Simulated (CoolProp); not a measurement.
The fluid at 293.15 K and 0.0124 MPa expands adiabatically to 0.00123 MPa with isentropic efficiency 1. The same conditions are run with several fluids, on thermodynamics alone (safety and materials aside).

The numbers come from the reference Helmholtz-energy equation of state of each fluid (n-perfluorohexane: Gao 2022; R143a: Lemmon and Jacobsen 2000; R410A: Lemmon 2003; R11: Jacobsen 1992) in CoolProp. Blends and air are pseudo-pure fits.

Q: Rank n-perfluorohexane, R143a, R410A, R11 by work (kJ/kg), highest first.

A: R410A (65.3), R143a (58.8), R11 (36.1), n-perfluorohexane (16.0)

```
fluid              final temperature (K)  final density (kg/m³)
-----------------  ---------------------  ---------------------
n-perfluorohexane                  272.6                  0.184
R143a                              223.2                 0.0557
R410A                              203.7                 0.0528
R11                                225.6                 0.0902
```
